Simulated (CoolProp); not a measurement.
A single-stage vapour-compression cycle with R142b: evaporating at 327.15 K (dew point), condensing at 376.15 K (bubble point), superheat 0 K, subcooling 8 K, compressor efficiency 0.65, no pressure losses. Each further row changes one setting.

Computed with CoolProp (reference Helmholtz-energy equation of state, Lemmon 2006). It is a short technical equation, of lower accuracy than the large ones.

| case | cooling COP | pressure ratio | discharge temperature (K) | refrigerating effect (kJ/kg) | volumetric capacity (kJ/m³) |
|---|---|---|---|---|---|
| as stated | 3.30 | 2.91 | 385.7 | 119 | 3960 |
| evaporating temperature 332.15 K | 3.83 | ? | 384.7 | 122 | ? |
| condensing temperature 371.15 K | 3.85 | ? | 380.0 | 127 | 4230 |
| subcooling 13 K | 3.52 | 2.91 | 385.7 | 127 | 4230 |
| superheat 10 K | 3.37 | 2.91 | 395.4 | 130 | 4090 |
| compressor efficiency 0.55 | ? | 2.91 | ? | 119 | 3960 |

Q: Some entries are withheld; supply them.

A: 
- evaporating temperature 332.15 K, pressure ratio: 2.57
- evaporating temperature 332.15 K, volumetric capacity (kJ/m³): 4600
- condensing temperature 371.15 K, pressure ratio: 2.64
- compressor efficiency 0.55, cooling COP: 2.79
- compressor efficiency 0.55, discharge temperature (K): 390.6
